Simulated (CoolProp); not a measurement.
Vapour pressure (kPa) of R1234ze(E): the reference equation beside estimates from Tc = 382.5 K, pc = 3635 kPa, ω = 0.313. Clausius-Clapeyron is anchored at 306.2 K with a constant enthalpy of vaporisation of 18.32 kJ/mol.

The numbers come from the reference Helmholtz-energy equation of state, Thol 2016 in CoolProp.

| T (K) | reference | Lee-Kesler | Clausius-Clapeyron | van der Waals | Soave-Redlich-Kwong | Peng-Robinson |
|---|---|---|---|---|---|---|
| 298.4 | 502.3 | 505.7 | 523.3 | 1239 | 507.1 | 501.1 |
| 302.3 | 564.1 | 568.0 | 575.5 | 1317 | 570.0 | 563.0 |
| 306.2 | 631.5 | 635.8 | 631.5 | 1397 | 638.8 | 630.6 |
| 310.1 | 704.8 | 709.4 | 691.3 | 1481 | 713.5 | 704.1 |
| 314 | 784.3 | 789.2 | 755.1 | 1568 | 794.7 | 784.0 |
| 317.9 | 870.4 | 875.5 | 823.0 | 1658 | 882.5 | 870.6 |
| 321.8 | 963.4 | 968.6 | 895.1 | 1751 | 977.4 | 964.2 |
| 325.7 | 1064 | 1069 | 971.6 | 1848 | 1080 | 1065 |
| 329.6 | 1171 | 1177 | 1053 | 1948 | 1190 | 1174 |
| 333.5 | 1287 | 1292 | 1138 | 2051 | 1308 | 1291 |
| 337.4 | 1412 | 1416 | 1228 | 2157 | 1434 | 1416 |
| 341.3 | 1545 | 1549 | 1324 | 2266 | 1570 | 1551 |
| 345.2 | 1687 | 1691 | 1424 | 2379 | 1714 | 1695 |
| 349.1 | 1839 | 1843 | 1529 | 2496 | 1868 | 1848 |

Absolute difference from the reference over all 14 rows, mean and median: Lee-Kesler 0.5 and 0.5 %, Clausius-Clapeyron 8.2 and 7.9 %, van der Waals 82.8 and 77.7 %, Soave-Redlich-Kwong 1.4 and 1.5 %, Peng-Robinson 0.2 and 0.2 %.
